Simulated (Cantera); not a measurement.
# TEOS + N₂O + N₂ (silicon oxide and oxynitride deposition)

A closed system holds: 1 mol TEOS, 38 mol N₂O, 33 mol N₂, equilibrated at 47000 Pa.

These are equilibrium values from Cantera (NASA tables, ideal gas, pure condensed phases), not measurements of a reactor. Candidate condensed phases: C, C₆H₆, C₇H₈, C₈H₁₈, H₂O, Si, SiC, SiO₂, Si₂N₂O, Si₃N₄; 151 gas species. The feed counts by its element totals alone. The tables hold silica as quartz up to 1696 K and as liquid above; real silica turns to tridymite and cristobalite and melts near 1996 K. Gases not in the tables: Si(OH)₄. Rates play no part.

```csv
T (K),x N₂,x H₂O,x CO₂,x O₂,x NO,x OH,n SiO₂(β-quartz),n SiO₂(condensed),n SiO₂(l)
1123,0.740,0.104,0.0833,0.0729,5.95e-5,9.26e-7,1.00,0,0
1223,0.740,0.104,0.0833,0.0728,0.000133,3.85e-6,1.00,0,0
1323,0.739,0.104,0.0833,0.0728,0.000262,1.29e-5,1.00,0,0
1423,0.739,0.104,0.0833,0.0727,0.000469,3.65e-5,1.00,0,0
1523,0.739,0.104,0.0833,0.0725,0.000778,9.00e-5,1.00,0,0
1623,0.739,0.104,0.0833,0.0723,0.00121,0.000199,1.00,0,0
1723,0.739,0.104,0.0833,0.0719,0.00179,0.000399,0,1.00,0
1823,0.738,0.104,0.0832,0.0715,0.00254,0.000743,0,1.000,0
1923,0.737,0.103,0.0830,0.0709,0.00346,0.00129,0,1.000,0
2023,0.736,0.103,0.0825,0.0703,0.00456,0.00213,0,0,1.000
```
x: gas mole fraction; n: condensed amount in mol.

From 1123 K to 1623 K the condensed part is SiO₂(β-quartz). From 1723 K to 1923 K the condensed part is SiO₂(condensed). At 2023 K the condensed part is SiO₂(l).
